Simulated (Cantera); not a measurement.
An isothermal, constant-pressure homogeneous reactor starts with 0.686 % CO, 0.666 % O2, 0.715 % H2O, 97.9 % N2, equivalence ratio 0.51, at 1450 K and 143 Torr.

Cantera simulation using GRI-Mech 3.0 (53 species, 325 reactions); the numbers are that mechanism's predictions, not measurements.

One state of this run: x CO = 0.000735; x O2 = 0.00364; x H2O = 0.00651; x O = 0.000351; x H2 = 0.000299; x N2O = 3.44e-8. x: mole fraction; the columns are a selection and need not sum to one.

### Question
Which value of t (s) does it belong to?
A) 2.25
B) 13.5
C) 0.0103
D) 0.0622

### Answer
D, 0.0622
